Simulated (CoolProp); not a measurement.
A single-stage vapour-compression cycle with R1224YDZ: evaporating at 282.15 K (dew point), condensing at 345.15 K (bubble point), superheat 2 K, subcooling 8 K, compressor efficiency 0.9, no pressure losses. Each further row changes one setting.

Model: reference Helmholtz-energy equation of state, Akasaka 2023, in CoolProp.

```csv
case,cooling COP,pressure ratio,discharge temperature (K),refrigerating effect (kJ/kg),volumetric capacity (kJ/m³)
as stated,3.10,7.50,345.1,109,574
evaporating temperature 287.15 K,3.53,6.15,345.1,112,713
condensing temperature 340.15 K,3.50,6.59,340.2,115,607
subcooling 13 K,3.28,7.50,345.1,115,607
superheat 12 K,3.17,7.50,350.7,117,591
compressor efficiency 0.8,2.76,7.50,345.4,109,574
```

The compression ends wet for: as stated; evaporating temperature 287.15 K; condensing temperature 340.15 K; subcooling 13 K.
